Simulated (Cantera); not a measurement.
An isothermal, constant-pressure homogeneous reactor starts with 98.9 % NH3, 1.15 % N2, at 2125 K and 0.930 bar.

Cantera simulation using the gas-phase N/H chemistry of the illustrative SiF4/NH3 mechanism in the Surface Chemkin manual (1991); the numbers are that mechanism's predictions, not measurements. Walls and surfaces, which speed up NH3 decomposition in real reactors, are not modelled.

x: mole fraction; the columns are a selection and need not sum to one.

```csv
t (s),x NH3,x H,x N2H2,x N2H4,x NH,x N
0.000200,0.962,1.89e-5,1.64e-5,1.10e-6,2.24e-5,2.00e-7
0.000522,0.921,4.51e-5,1.49e-5,9.41e-7,2.57e-5,4.81e-7
0.00136,(withheld),(withheld),(withheld),(withheld),2.95e-5,(withheld)
0.00356,0.632,0.000233,7.78e-6,4.54e-7,3.09e-5,1.47e-6
0.00928,0.353,0.000491,3.43e-6,1.97e-7,2.77e-5,1.84e-6
0.0242,0.106,0.000993,7.98e-7,3.84e-8,1.92e-5,2.00e-6
0.0632,0.00930,0.00228,4.43e-8,1.26e-9,7.44e-6,1.66e-6
0.165,0.000630,0.00324,5.24e-10,1.15e-11,1.01e-6,3.18e-7
0.431,0.000158,0.00326,3.47e-11,<1e-12,2.56e-7,8.17e-8
1.12,5.34e-5,0.00327,4.91e-12,<1e-12,8.67e-8,2.77e-8
2.94,1.99e-5,0.00327,1.60e-12,<1e-12,3.24e-8,1.03e-8
7.66,8.43e-6,0.00327,1.16e-12,<1e-12,1.37e-8,4.37e-9
20.0,(withheld),0.00327,1.10e-12,<1e-12,(withheld),(withheld)
```

**Question.** Fill in the missing entries.

**Answer.** 
- 0.00136, x NH3: 0.824
- 0.00136, x H: 0.000104
- 0.00136, x N2H2: 1.21e-5
- 0.00136, x N2H4: 7.15e-7
- 0.00136, x N: 9.63e-7
- 20.0, x NH3: 5.25e-6
- 20.0, x NH: 8.52e-9
- 20.0, x N: 2.72e-9
